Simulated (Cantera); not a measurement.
Input: 1 mol MgCO₃, 0.11 mol SO₃, 0.098 mol O₂, held at 1 atm.

Cantera equilibrium calculation (NASA polynomials, part measured and part estimated; ideal gas, pure solids and liquids). Candidate condensed phases: C, Mg, MgCO₃, MgO, MgS, MgSO₄, S; 26 gas species. Mutual solubility and eutectic melting of coexisting phases are not modelled. The numbers say what is thermodynamically allowed, not how fast it happens.

log p: log10 of the partial pressure in bar; n: condensed amount in mol.

```json
[
 {"T (K)": "775", "log p CO₂": "-0.03", "log p O₂": "-1.04", "log p SO₂": "-10.76", "log p SO₃": "-9.54", "log p CO": "<-11", "n MgO(s)": "0.890", "n MgSO₄(s)": "0.110"},
 {"T (K)": "825", "log p CO₂": "-0.03", "log p O₂": "-1.04", "log p SO₂": "-9.21", "log p SO₃": "-8.39", "log p CO": "<-11", "n MgO(s)": "0.890", "n MgSO₄(s)": "0.110"},
 {"T (K)": "875", "log p CO₂": "-0.03", "log p O₂": "-1.04", "log p SO₂": "(withheld)", "log p SO₃": "(withheld)", "log p CO": "(withheld)", "n MgO(s)": "0.890", "n MgSO₄(s)": "0.110"},
 {"T (K)": "925", "log p CO₂": "-0.03", "log p O₂": "-1.04", "log p SO₂": "-6.62", "log p SO₃": "-6.47", "log p CO": "-10.93", "n MgO(s)": "0.890", "n MgSO₄(s)": "0.110"},
 {"T (K)": "975", "log p CO₂": "-0.03", "log p O₂": "-1.04", "log p SO₂": "-5.53", "log p SO₃": "-5.66", "log p CO": "-10.11", "n MgO(s)": "0.890", "n MgSO₄(s)": "0.110"},
 {"T (K)": "1025", "log p CO₂": "-0.03", "log p O₂": "-1.04", "log p SO₂": "-4.55", "log p SO₃": "-4.94", "log p CO": "-9.37", "n MgO(s)": "0.890", "n MgSO₄(s)": "0.110"},
 {"T (K)": "1075", "log p CO₂": "-0.04", "log p O₂": "-1.04", "log p SO₂": "(withheld)", "log p SO₃": "(withheld)", "log p CO": "(withheld)", "n MgO(s)": "0.890", "n MgSO₄(s)": "0.110"},
 {"T (K)": "1125", "log p CO₂": "-0.04", "log p O₂": "-1.04", "log p SO₂": "-2.86", "log p SO₃": "-3.69", "log p CO": "-8.09", "n MgO(s)": "0.892", "n MgSO₄(s)": "0.108"},
 {"T (K)": "1175", "log p CO₂": "-0.04", "log p O₂": "-1.03", "log p SO₂": "-2.13", "log p SO₃": "-3.15", "log p CO": "-7.54", "n MgO(s)": "0.899", "n MgSO₄(s)": "0.101"},
 {"T (K)": "1225", "log p CO₂": "-0.06", "log p O₂": "-0.99", "log p SO₂": "-1.49", "log p SO₃": "-2.66", "log p CO": "-7.07", "n MgO(s)": "0.930", "n MgSO₄(s)": "0.0702"},
 {"T (K)": "1275", "log p CO₂": "-0.09", "log p O₂": "-0.92", "log p SO₂": "-1.07", "log p SO₃": "-2.37", "log p CO": "-6.67", "n MgO(s)": "1.00", "n MgSO₄(s)": "0"},
 {"T (K)": "1325", "log p CO₂": "-0.10", "log p O₂": "-0.92", "log p SO₂": "-1.07", "log p SO₃": "-2.51", "log p CO": "-6.24", "n MgO(s)": "1.00", "n MgSO₄(s)": "0"}
]
```

### Question
Complete the blanks.

### Answer

- 1075, log p SO₂: -3.66
- 1075, log p SO₃: -4.28
- 1075, log p CO: -8.70
- 875, log p SO₂: -7.84
- 875, log p SO₃: -7.37
- 875, log p CO: -11.84
